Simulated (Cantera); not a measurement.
A perfectly stirred reactor is fed with H2 : O2 : N2 = 1.4 : 1 : 8.9 (molar parts), at 0.110 bar; it is held at 1223 K, and followed from long to short residence time.

Detailed kinetics in Cantera: GRI-Mech 3.0 (53 species, 325 reactions). The temperature is held fixed by assumption; the heat of reaction is taken as removed at once.

x: mole fraction; the columns are a selection and need not sum to one.

| τ (s) | x H2 | x O2 | x O | x H2O | x NO | x HO2 |
|---|---|---|---|---|---|---|
| 0.63 | 0.000768 | 0.0285 | 0.000263 | 0.131 | 7.59e-7 | 2.03e-6 |
| 0.26 | 0.00135 | 0.0287 | 0.000469 | 0.130 | 1.23e-6 | 2.36e-6 |
| 0.10 | (withheld) | 0.0292 | (withheld) | 0.128 | (withheld) | 2.64e-6 |
| 0.042 | 0.00399 | 0.0300 | 0.00148 | 0.125 | 3.22e-6 | 2.84e-6 |
| 0.017 | 0.00641 | 0.0315 | 0.00253 | 0.119 | 4.65e-6 | 3.02e-6 |
| 0.0069 | (withheld) | 0.0338 | (withheld) | 0.111 | 5.81e-6 | 3.19e-6 |
| 0.0028 | 0.0137 | 0.0370 | 0.00616 | 0.100 | 5.88e-6 | 3.35e-6 |
| 0.0011 | 0.0191 | 0.0410 | 0.00822 | 0.0875 | 4.40e-6 | 3.50e-6 |

Task: What belongs in the gaps?

Result: 
- 0.10, x H2: 0.00242
- 0.10, x O: 0.000866
- 0.10, x NO: 2.08e-6
- 0.0069, x H2: 0.00967
- 0.0069, x O: 0.00410
